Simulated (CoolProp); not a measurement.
Computed with CoolProp (reference Helmholtz-energy equation of state, Lemmon 2006). It is a short technical equation, of lower accuracy than the large ones.

Question: Give the vapour pressure (kPa), vapour density (kg/m³), enthalpy of vaporisation (kJ/kg), liquid cp (kJ/(kg K)) of saturated isopentane at 66.15, 77.55 °C.

Answer: 
```
T (°C)  p (kPa)  vapour density (kg/m³)  enthalpy of vaporisation (kJ/kg)  liquid cp (kJ/(kg K))
------  -------  ----------------------  --------------------------------  ---------------------
66.15       322                    9.15                               311                   2.51
77.55       431                    12.1                               300                   2.58
```
